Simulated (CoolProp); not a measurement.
Vapour-liquid equilibrium of R22 (1) + n-pentane (2) at 223.4 K; x and y are mole fractions of (1).

Values from CoolProp's multi-fluid Helmholtz-energy mixture model, Kamei 1995 and Thol 2019; pair parameters Bell 2016.

| x | bubble pressure (MPa) | y at the bubble point | dew pressure at overall composition x (MPa) | liquid density (mol/L) |
|---|---|---|---|---|
| 0.05 | (withheld) | 0.870 | 0.001454 | 9.799 |
| 0.125 | 0.02163 | 0.942 | 0.001578 | 10.14 |
| 0.2 | 0.03074 | (withheld) | 0.001725 | (withheld) |
| 0.275 | 0.03766 | 0.971 | 0.001902 | 10.88 |
| 0.35 | 0.04273 | 0.976 | 0.002120 | 11.28 |
| 0.425 | 0.04635 | 0.979 | 0.002393 | 11.72 |
| 0.5 | 0.04897 | 0.981 | 0.002748 | 12.18 |
| 0.575 | 0.05098 | 0.982 | 0.003226 | 12.69 |
| 0.65 | 0.05274 | 0.984 | 0.003905 | 13.23 |
| 0.725 | (withheld) | 0.985 | (withheld) | (withheld) |
| 0.8 | 0.05661 | 0.988 | 0.006742 | 14.49 |
| 0.875 | 0.05923 | 0.991 | 0.01058 | 15.21 |
| 0.95 | 0.06259 | 0.995 | 0.02444 | 16.01 |

Task: Some entries are withheld; supply them.

Result: 
- 0.05, bubble pressure (MPa): 0.01020
- 0.2, y at the bubble point: 0.962
- 0.2, liquid density (mol/L): 10.49
- 0.725, bubble pressure (MPa): 0.05453
- 0.725, dew pressure at overall composition x (MPa): 0.004945
- 0.725, liquid density (mol/L): 13.83

No azeotrope shows between x = 0.05 and 0.95.

The pair parameters rest on a limited set of measurements; away from them the model extrapolates. With so large a gap from Raoult's law the liquid may split in two, which this calculation doesn't test in full.
